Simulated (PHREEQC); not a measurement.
Dissolve 0.28 mol/kgw HF, 0.0053 mol/kgw (CH3)4NF, 0.018 mol/kgw (NH4)2SiF6 and 0.013 mol/kgw H2SO4 at 17 °C. It is in equilibrium with CO2 at log p = -2 (atm). Otherwise closed; pH follows from the charge balance.

Model: ion-association model, phreeqc.dat, run in PHREEQC.

| quantity | before | after |
|---|---|---|
| pH | 1.56 | 1.86 |
| ionic strength (mol/kgw) | 0.0971 | 0.0820 |
| HF (mol/kgw) | 0.258 | 0.00536 |
| F- (mol/kgw) | 0.00967 | 0.000388 |
| HF2- (mol/kgw) | 0.00890 | 7.42e-6 |
| HSO4- (mol/kgw) | 0.00628 | 0.00429 |

What was changed between the two runs?
A) (NH4)2SiF6 replaced by NH3 at the same molality
B) 0.0039 mol/kgw NaCl added
C) (CH3)4NF left out
D) HF left out

D, HF left out

No solid was allowed to form. (CH3)4N+ isn't in the database: it is added as a free cation with an ion size of 4 Å. SiF6-2 is the database's only silicon fluoride.
